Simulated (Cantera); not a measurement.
Input (Python, Cantera) and output of one run.

```python
import numpy as np
import cantera as ct

gas_names = [...]  # 116 gases of nasa_gas.yaml made of C, H, Mg, O
cond_names = """
    C(gr) C6H6(L) C7H8(L) C8H18(L),n-octa H2O(s) H2O(L) Mg(cr) Mg(L) MgCO3(s) MgO(s) MgO(L) MgO2H2(s)
""".split()


# ... load() reads the species with a 1 bar reference pressure and builds the phases ...
atoms = {
    'MgCO3': {'Mg': 1, 'C': 1, 'O': 3},
    'H2O': {'H': 2, 'O': 1},
    'O2': {'O': 2},
}
top_T = {'C(gr)': 4500}  # K; cautious upper limits of use, not melting points


# ... equilibrate(T, P, feed) seeds the gas with the atoms and calls Mixture.equilibrate('TP', solver="vcs", rtol=1e-11, max_steps=5000) ...
results = []
feed = {'MgCO3': 1, 'H2O': 0.81, 'O2': 0.073}  # mol
T = 1423.15  # K
P = 10000  # Pa
mix = equilibrate(T, P, feed)
results.append((T, P, feed, dict(zip(mix.species_names, mix.species_moles))))
x = sorted(zip(gas.X, gas.species_names), reverse=True)
print(f"T = {T:g} K  P = {P:g} Pa  gas = {mix.phase_moles(0):.4g} mol")
print("   x: " + "  ".join(f"{s} {v:.3e}" for v, s in x if v > 0.0001))
print("   condensed (mol): " + ("  ".join(f"{mix.phase(i).name} {mix.phase_moles(i):.4g}"
      for i in range(1, mix.n_phases) if mix.phase_moles(i) > 1e-12) or "none"))
```

It prints:

```
T = 1423.15 K  P = 10000 Pa  gas = 1.883 mol
   x: CO2 5.310e-01  H2O 4.301e-01  O2 3.875e-02
   condensed (mol): MgO(s) 1
```

Method: chemical equilibrium by Gibbs-energy minimisation in Cantera with the NASA 1993 tables (ideal gas, pure condensed phases).
